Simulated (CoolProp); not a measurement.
Properties of chloromethane (R40) along the isobar 4.93 bar (Tc = 418.6 K, pc = 69.29 bar, ω = 0.150).

Values from CoolProp's reference Helmholtz-energy equation of state, Thol 2014.

```tsv
T (K)	phase	density (kg/m³)	cv (kJ/(kg K))	isothermal compressibility (1/MPa)	expansivity (1/kK)
277.7	liquid	952.1	0.9935	0.001948	1.998
308.9	gas	10.52	0.7358	___	___
324.5	gas	9.869	0.7349	2.179	3.892
340.1	gas	9.313	0.7432	2.152	3.561
355.7	gas	8.829	0.7565	2.131	3.300
371.3	gas	8.400	0.7727	2.116	___
386.9	gas	___	___	2.103	2.906
402.5	gas	7.671	___	2.093	2.751
418.2	gas	7.355	0.8293	2.085	2.615
433.8	gas	7.067	0.8492	2.078	2.495
449.4	gas	6.803	0.8693	2.072	2.388
465	gas	6.560	___	2.067	2.291
480.6	gas	6.334	0.9091	2.063	2.203
496.2	gas	6.124	0.9288	2.059	2.122
```

### Question
Some entries are withheld; supply them.

### Answer

- 308.9, isothermal compressibility (1/MPa): 2.217
- 308.9, expansivity (1/kK): 4.337
- 371.3, expansivity (1/kK): 3.086
- 386.9, density (kg/m³): 8.017
- 386.9, cv (kJ/(kg K)): 0.7906
- 402.5, cv (kJ/(kg K)): 0.8096
- 465, cv (kJ/(kg K)): 0.8893
